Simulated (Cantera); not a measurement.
An isothermal, constant-pressure homogeneous reactor starts with 32.3 % CH4, 67.7 % CO2, at 2223 K and 0.540 bar.

Detailed kinetics in Cantera: GRI-Mech 3.0 (53 species, 325 reactions).

One state of this run: x CH4 = 1.69e-10; x CO2 = 0.0641; x H2 = 0.238; x H2O2 = 4.56e-10; x C2H2 = 4.28e-12; x HCO = 2.82e-7. x: mole fraction; the columns are a selection and need not sum to one.

**Question.** Which value of t (s) does it belong to?
A) 0.00476
B) 0.00111
C) 6.00e-5
D) 0.0205

**Answer.** D, 0.0205
